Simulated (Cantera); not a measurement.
## Transport properties of process gases

Gas mixture: C2H6 : C3H8 = 0.3 : 0.6 (molar parts), at 4.93 atm, frozen composition.

Cantera's kinetic-theory transport with the Lennard-Jones parameters of GRI-Mech 3.0, ideal gas; thermal conductivity in the multicomponent form. The composition is frozen, though it would react at the higher temperatures.

```tsv
T (K)	ρ (kg/m³)	cp (J/kg/K)	μ (µPa s)	λ (mW/m/K)	Pr	D (cm²/s) H2O	D (cm²/s) N2	D (cm²/s) CH3
400	5.93	2142	11.3	32.0	0.756	0.0446	0.0424	0.0469
550	4.31	2751	14.9	54.3	0.757	0.0831	0.0746	0.0834
700	3.39	3255	18.2	78.1	0.756	0.131	0.113	0.127
850	2.79	3655	21.1	102	0.755	0.188	0.158	0.178
1000	2.37	3990	23.8	126	0.754	0.252	0.208	0.236
1150	2.06	4238	26.3	148	0.752	0.323	0.263	0.299
```
D: mixture-averaged diffusion coefficient of that species in the mixture.
